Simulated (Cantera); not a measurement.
Charge: 1 mol Fe₃O₄, 13 mol H₂, 0.051 mol H₂O, at 1677 °C and 210 Pa.

These are equilibrium values from Cantera (NASA tables, ideal gas, pure condensed phases), not measurements of a reactor. Candidate condensed phases: Fe, FeO, Fe(OH)₂, Fe(OH)₃, Fe₂O₃, Fe₃O₄, H₂O; 12 gas species. Kinetics and transport are ignored.

Base state: H₂ 0.606, H₂O 0.275, Fe 0.0975, H 0.0195, OH 0.000802, FeO 0.000780, Fe(OH)₂ 8.39e-5, O 1.91e-5 (mole fractions); condensed: Fe(l).

**Question.** What changes in the equilibrium state with this change: H₂ from 13 to 0.44 mol?

**Answer.** 
| species | before | after |
|---|---|---|
| H₂O | 0.275 | 0.613 |
| O₂ | 3.75e-6 | 0.353 |
| OH | 0.000802 | 0.0210 |
| H₂ | 0.606 | 0.00441 |
| Fe | 0.0975 | 0.000327 |
| H | 0.0195 | 0.00166 |
| FeO | 0.000780 | 0.000801 |
| O | 1.91e-5 | 0.00585 |
| Fe(OH)₂ | 8.39e-5 | 0.000192 |
| Fe(l), mol | 1.56 | 0 |
| FeO(l), mol | 0 | 3.00 |
The tables' stoichiometric FeO is somewhat more stable than real wüstite, so its field is too wide. FeO: taken at fixed stoichiometry.
